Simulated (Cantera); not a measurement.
## Ignition delay

Mixture: 9.51 % CH4, 19.0 % O2, 71.5 % N2, equivalence ratio 1.0, at 1000000 Pa, adiabatic and at constant pressure. Ignition delay is the time to a rise of 400 K.

Detailed kinetics in Cantera: GRI-Mech 3.0 (53 species, 325 reactions).

| T0 (K) | delay (ms) |
|---|---|
| 1100 | 17.6 |
| 1175 | 6.48 |
| 1250 | 2.60 |
| 1325 | 1.11 |
| 1400 | 0.502 |
| 1475 | 0.238 |
| 1550 | 0.118 |
| 1625 | 0.0612 |
| 1700 | 0.0333 |
| 1775 | 0.0191 |

```yaml
apparent activation energy between 1625 and 1775 K: 190 kJ/mol
```
